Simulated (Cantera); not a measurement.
What does this Cantera script print?

```python
import numpy as np
import cantera as ct

gas_names = """
    C CN CO CO2 C2 CCN CNC C2N2 C2O C3 C3O2 C4 C4N2 C5 N NCO NO NO2 NO3 N2 N2O O O2 O3 Pb PbO Pb2
""".split()
cond_names = """
    C(gr) Pb(cr) Pb(L) PbO(rd) PbO(yw) PbO(L) PbO2(s) Pb3O4(s)
""".split()


# ... load() reads the species with a 1 bar reference pressure and builds the phases ...
atoms = {
    'Pb': {'Pb': 1},
    'CO2': {'C': 1, 'O': 2},
    'N2': {'N': 2},
}
top_T = {'C(gr)': 4500, 'Pb3O4(s)': 820}  # K; cautious upper limits of use, not melting points


# ... equilibrate(T, P, feed) seeds the gas with the atoms and calls Mixture.equilibrate('TP', solver="vcs", rtol=1e-11, max_steps=5000) ...
results = []
P = 970000  # Pa
for T in [1125, 1175, 1225, 1275, 1325, 1375, 1425, 1475, 1525, 1575, 1625, 1675, 1725, 1775]:
    for m in [1.6, 3.6, 5.6, 7.6, 9.6, 12, 14, 16]:
        feed = {'Pb': 1, 'CO2': m, 'N2': 5}  # mol
        mix = equilibrate(T, P, feed)
        results.append((T, P, feed, dict(zip(mix.species_names, mix.species_moles))))

for T, P, feed, n in results:
    print(f"{T:7g} {feed['CO2']:10.4g}  " + (" + ".join(c for c in cond_names if n.get(c, 0) > 1e-12) or "gas only"))
```

Result:

```
   1125        1.6  Pb(L) + PbO(yw)
   1125        3.6  Pb(L) + PbO(yw)
   1125        5.6  Pb(L) + PbO(yw)
   1125        7.6  Pb(L) + PbO(yw)
   1125        9.6  Pb(L) + PbO(yw)
   1125         12  Pb(L) + PbO(yw)
   1125         14  Pb(L) + PbO(yw)
   1125         16  Pb(L) + PbO(yw)
   1175        1.6  Pb(L) + PbO(L)
   1175        3.6  Pb(L) + PbO(L)
   1175        5.6  Pb(L) + PbO(L)
   1175        7.6  Pb(L) + PbO(L)
   1175        9.6  Pb(L) + PbO(L)
   1175         12  Pb(L) + PbO(L)
   1175         14  Pb(L) + PbO(L)
   1175         16  Pb(L) + PbO(L)
   1225        1.6  Pb(L) + PbO(L)
   1225        3.6  Pb(L) + PbO(L)
   1225        5.6  Pb(L) + PbO(L)
   1225        7.6  Pb(L) + PbO(L)
   1225        9.6  Pb(L) + PbO(L)
   1225         12  Pb(L) + PbO(L)
   1225         14  Pb(L) + PbO(L)
   1225         16  Pb(L) + PbO(L)
   1275        1.6  Pb(L) + PbO(L)
   1275        3.6  Pb(L) + PbO(L)
   1275        5.6  Pb(L) + PbO(L)
   1275        7.6  Pb(L) + PbO(L)
   1275        9.6  Pb(L) + PbO(L)
   1275         12  Pb(L) + PbO(L)
   1275         14  Pb(L) + PbO(L)
   1275         16  Pb(L) + PbO(L)
   1325        1.6  Pb(L) + PbO(L)
   1325        3.6  Pb(L) + PbO(L)
   1325        5.6  Pb(L) + PbO(L)
   1325        7.6  Pb(L) + PbO(L)
   1325        9.6  Pb(L) + PbO(L)
   1325         12  Pb(L) + PbO(L)
   1325         14  Pb(L) + PbO(L)
   1325         16  Pb(L) + PbO(L)
   1375        1.6  Pb(L) + PbO(L)
   1375        3.6  Pb(L) + PbO(L)
   1375        5.6  Pb(L) + PbO(L)
   1375        7.6  Pb(L) + PbO(L)
   1375        9.6  Pb(L) + PbO(L)
   1375         12  Pb(L) + PbO(L)
   1375         14  Pb(L) + PbO(L)
   1375         16  Pb(L) + PbO(L)
   1425        1.6  Pb(L) + PbO(L)
   1425        3.6  Pb(L) + PbO(L)
   1425        5.6  Pb(L) + PbO(L)
   1425        7.6  Pb(L) + PbO(L)
   1425        9.6  Pb(L) + PbO(L)
   1425         12  Pb(L) + PbO(L)
   1425         14  Pb(L) + PbO(L)
   1425         16  Pb(L) + PbO(L)
   1475        1.6  Pb(L)
   1475        3.6  Pb(L) + PbO(L)
   1475        5.6  Pb(L) + PbO(L)
   1475        7.6  Pb(L) + PbO(L)
   1475        9.6  Pb(L) + PbO(L)
   1475         12  Pb(L) + PbO(L)
   1475         14  Pb(L) + PbO(L)
   1475         16  Pb(L) + PbO(L)
   1525        1.6  Pb(L)
   1525        3.6  Pb(L) + PbO(L)
   1525        5.6  Pb(L) + PbO(L)
   1525        7.6  Pb(L) + PbO(L)
   1525        9.6  Pb(L) + PbO(L)
   1525         12  Pb(L) + PbO(L)
   1525         14  Pb(L) + PbO(L)
   1525         16  Pb(L) + PbO(L)
   1575        1.6  Pb(L)
   1575        3.6  Pb(L)
   1575        5.6  Pb(L)
   1575        7.6  Pb(L) + PbO(L)
   1575        9.6  Pb(L) + PbO(L)
   1575         12  Pb(L) + PbO(L)
   1575         14  Pb(L) + PbO(L)
   1575         16  Pb(L) + PbO(L)
   1625        1.6  Pb(L)
   1625        3.6  Pb(L)
   1625        5.6  Pb(L)
   1625        7.6  Pb(L)
   1625        9.6  Pb(L)
   1625         12  Pb(L)
   1625         14  Pb(L)
   1625         16  Pb(L)
   1675        1.6  Pb(L)
   1675        3.6  Pb(L)
   1675        5.6  Pb(L)
   1675        7.6  Pb(L)
   1675        9.6  Pb(L)
   1675         12  Pb(L)
   1675         14  Pb(L)
   1675         16  Pb(L)
   1725        1.6  Pb(L)
   1725        3.6  Pb(L)
   1725        5.6  Pb(L)
   1725        7.6  Pb(L)
   1725        9.6  Pb(L)
   1725         12  Pb(L)
   1725         14  Pb(L)
   1725         16  Pb(L)
   1775        1.6  Pb(L)
   1775        3.6  Pb(L)
   1775        5.6  Pb(L)
   1775        7.6  Pb(L)
   1775        9.6  Pb(L)
   1775         12  Pb(L)
   1775         14  Pb(L)
   1775         16  Pb(L)
```

These are equilibrium values from Cantera (NASA tables, ideal gas, pure condensed phases), not measurements of a reactor. Each liquid is taken as pure. Mutual solubility and eutectic melting of coexisting phases are not modelled.
